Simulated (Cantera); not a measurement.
Charge: 1 mol H2S, 0.89 mol O2, held at 2150 °C and 0.0100 bar.

Cantera equilibrium calculation (NASA polynomials, part measured and part estimated; ideal gas, pure solids and liquids). Candidate condensed phases: H2O, H2SO4, S; 19 gas species. The numbers say what is thermodynamically allowed, not how fast it happens.

Base state: H2O 0.218, SO2 0.218, H2 0.211, SO 0.183, H 0.0815, S 0.0401, S2 0.0163, OH 0.0160 (mole fractions); condensed: gas only.

### Question
What changes in the equilibrium state with this change: O2 from 0.89 to 0.066 mol?

### Answer
```tsv
species	before	after
H2	0.211	0.454
S2	0.0163	0.175
S	0.0401	0.131
SO2	0.218	0.00286
H2O	0.218	0.0297
OH	0.0160	0.00148
SO	0.183	0.0379
SH	0.00908	0.0436
H	0.0815	0.120
O2	0.00175	7.02e-6
O	0.00411	0.000260
H2S	0.000615	0.00433
```

### Question
What changes in the equilibrium state with this change: O2 from 0.89 to 4.1 mol?

### Answer
| species | before | after |
|---|---|---|
| O2 | 0.00175 | 0.491 |
| SO2 | 0.218 | 0.192 |
| H2O | 0.218 | 0.157 |
| H2 | 0.211 | 0.00907 |
| SO | 0.183 | 0.00965 |
| S2 | 0.0163 | 1.62e-7 |
| S | 0.0401 | 0.000126 |
| O | 0.00411 | 0.0687 |
| H | 0.0815 | 0.0169 |
| OH | 0.0160 | 0.0553 |
| H2S | 0.000615 | 8.34e-8 |
| S2O | 0.000294 | 4.89e-8 |

### Question
What changes in the equilibrium state with this change: O2 from 0.89 to 3.8 mol?

### Answer
| species | before | after |
|---|---|---|
| O2 | 0.00175 | 0.464 |
| SO2 | 0.218 | 0.205 |
| H2O | 0.218 | 0.169 |
| H2 | 0.211 | 0.0100 |
| SO | 0.183 | 0.0106 |
| S2 | 0.0163 | 2.06e-7 |
| S | 0.0401 | 0.000143 |
| O | 0.00411 | 0.0668 |
| H | 0.0815 | 0.0178 |
| OH | 0.0160 | 0.0565 |
| H2S | 0.000615 | 1.04e-7 |
| S2O | 0.000294 | 6.06e-8 |
| SH | 0.00908 | 7.05e-6 |
| SO3 | 1.94e-6 | 2.97e-5 |
